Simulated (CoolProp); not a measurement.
Vapour-liquid equilibrium of propane (1) + R236EA (2) at 2.06 bar; x and y are mole fractions of (1).

The numbers come from the multi-fluid Helmholtz-energy mixture model, Lemmon 2009 and Rui 2013; pair parameters Bell 2016 in CoolProp.

```tsv
x	bubble temperature, mixture model (K)	bubble temperature, Raoult's law (K)	y, mixture model	y, Raoult's law
0.05	281.4	293.2	0.473	0.203
0.125	265.3	286.6	0.746	0.426
0.2	257.3	280.9	0.834	0.580
0.275	253.6	276.0	0.867	0.690
0.35	251.9	271.6	…	0.769
0.425	251.2	267.8	0.887	0.828
0.5	250.9	264.4	0.890	0.872
0.575	250.8	261.3	0.891	0.906
0.65	250.6	258.5	0.894	0.932
0.725	250.3	256.0	0.899	0.953
0.8	249.8	253.7	…	0.970
0.875	…	251.6	0.928	0.983
0.95	…	249.7	0.963	0.994
```

Q: Some entries are withheld; supply them.

A: 
- 0.35, y, mixture model: 0.881
- 0.8, y, mixture model: 0.909
- 0.875, bubble temperature, mixture model (K): 249.3
- 0.95, bubble temperature, mixture model (K): 248.7

The largest gap from Raoult's law is -23.6 K in bubble temperature, at x = 0.2. No azeotrope shows between x = 0.05 and 0.95.

Pair parameters are fitted to limited data, so mixtures are less certain than the pure fluids. With so large a gap from Raoult's law the liquid may split in two, which this calculation doesn't test in full.
